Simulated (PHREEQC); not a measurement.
# Buffer: an equilibrium model

Make-up at 60 °C: 0.0015 mol/kgw KHCO3 and 0.008 mol/kgw NaOH. Closed to the air; pH follows from the charge balance.

All values are PHREEQC results (ion-association model, phreeqc.dat), not measurements.

Each row changes one thing in this solution. Precipitation was switched off in this run.

| case | pH | ionic strength (mol/kgw) | CO3-2 (mol/kgw) | NaCO3- (mol/kgw) | HCO3- (mol/kgw) | NaHCO3 (mol/kgw) |
|---|---|---|---|---|---|---|
| as made | 10.79 | 0.0100 | 0.000930 | 0.000417 | 0.000153 | 4.39e-7 |
| NaOH from 0.008 to 0.0008 mol/kgw | 9.60 | 0.00265 | 0.000374 | 2.08e-5 | 0.00110 | 3.59e-7 |
| diluted 5-fold with water | 10.15 | 0.00203 | 0.000153 | 1.77e-5 | 0.000130 | 8.68e-8 |
| diluted 10-fold with water | 9.87 | 0.00100 | 5.47e-5 | 3.39e-6 | 9.19e-5 | 3.20e-8 |
| NaOH from 0.008 to 0.08 mol/kgw | 11.79 | 0.0808 | 0.000395 | 0.00110 | 4.34e-6 | 9.81e-8 |
| KHCO3 replaced by Na2CO3 at the same molality | 10.87 | 0.0113 | 0.000862 | 0.000522 | 0.000115 | 4.51e-7 |
| 0.00023 mol/kgw NH4F added | 10.78 | 0.0100 | 0.000927 | 0.000416 | 0.000158 | 4.53e-7 |
| 0.0012 mol/kgw HF added | 10.71 | 0.01000 | 0.000910 | 0.000408 | 0.000181 | 5.21e-7 |

Complexes and solids missing from the database can't appear. At this temperature some constants are extrapolated from 25 °C, and those without enthalpy data are left unchanged.
